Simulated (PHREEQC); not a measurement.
Dissolve 95 mmol/kgw Na2SeO4, 0.649 mmol/kgw NaOH and 34 mmol/kgw FeCl3 at 20 °C. Closed to the air; pH follows from the charge balance.

Model: ion-association model, wateq4f.dat, run in PHREEQC.

```yaml
pH: 2.25
ionic_strength: 0.441 mol/kgw
activity_of_water: 0.993
total_alkalinity: -67.3 meq/kg
```

```
species  molality  activity   log γ
-------  --------  --------  ------
Na+         0.191     0.136  -0.146
Cl-        0.0931    0.0610  -0.184
SeO4-2     0.0873    0.0252  -0.540
Fe+3       0.0112   0.00107  -1.022
HSeO4-    0.00768   0.00563  -0.135
FeCl+2    0.00738   0.00168  -0.643
```

Precipitation was switched off in this run. Saturation is exceeded, for instance for Hematite (slow to form), Goethite (slow to form); the values hold only as long as no solid forms.
